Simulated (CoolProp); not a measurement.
Fluorine along the isotherm -120.65 °C: Z from the reference equation and from simpler models built on Tc = -128.7 °C, pc = 52.40 bar, ω = 0.045; each cubic takes its own stable root.

Computed with CoolProp (reference Helmholtz-energy equation of state, de Reuck 1990).

| p (bar) | phase | reference |
|---|---|---|
| 0.249 | gas | 0.9987 |
| 0.442 | gas | 0.9977 |
| 0.786 | gas | 0.9959 |
| 1.4 | gas | 0.9926 |
| 2.49 | gas | 0.9868 |
| 4.42 | gas | 0.9763 |
| 7.86 | gas | 0.9572 |
| 14 | gas | 0.9212 |
| 24.9 | gas | 0.8517 |
| 44.2 | gas | 0.7042 |
| 78.6 | supercritical | 0.3255 |

Task: How far does each simpler model (van der Waals, Redlich-Kwong, Soave-Redlich-Kwong, Peng-Robinson) lie from the reference over these 11 states: mean and median of the absolute difference, and the worst?

Result: 
- van der Waals: mean 2.0 %, median 0.1 %, worst +17.6 % at -120.65 °C and 78.6 bar
- Redlich-Kwong: mean 1.2 %, median 0.1 %, worst +11.0 % at -120.65 °C and 78.6 bar
- Soave-Redlich-Kwong: mean 1.2 %, median 0.1 %, worst +12.6 % at -120.65 °C and 78.6 bar
- Peng-Robinson: mean 1.2 %, median 0.4 %, worst +3.9 % at -120.65 °C and 78.6 bar
